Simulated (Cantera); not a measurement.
## C3H6 + CO2 + N2 (carbon deposition, reforming and gasification)

Charge: 1 mol C3H6, 0.093 mol CO2, 14 mol N2, equilibrated at 37.0 bar.

These are equilibrium values from Cantera (NASA tables, ideal gas, pure condensed phases), not measurements of a reactor. Candidate condensed phases: C, C6H6, C7H8, C8H18, H2O; 136 gas species. The ideal-gas law is rough above about 30 bar. Rates play no part.

From 2125 K to 2650 K the condensed part is C(graphite). The main C-bearing gas is CO at 2125 K and HCN at 2650 K. The share of C in condensed phases is highest at 2125 K (88.3 %) and lowest at 2650 K (68.4 %).

```tsv
T (K)	x N2	x H2	x HCN	x CO	x HNC	x H	x C2H2 (acetylene)	n C(graphite)
2125	0.810	0.169	0.00866	0.0108	0.000609	0.000245	0.000283	2.73
2200	0.809	0.167	0.0111	0.0108	0.000876	0.000379	0.000429	2.68
2275	0.807	0.166	0.0139	0.0108	0.00123	0.000568	0.000630	2.62
2350	0.805	0.163	0.0172	0.0108	0.00168	0.000829	0.000901	2.55
2425	0.803	0.161	0.0210	0.0108	0.00224	0.00118	0.00125	2.46
2500	0.800	0.157	0.0251	0.0108	0.00294	0.00164	0.00170	2.36
2575	0.797	0.154	0.0297	0.0108	0.00379	0.00223	0.00226	2.24
2650	0.794	0.150	0.0348	0.0108	0.00479	0.00298	0.00294	2.11
```
x: gas mole fraction; n: condensed amount in mol.
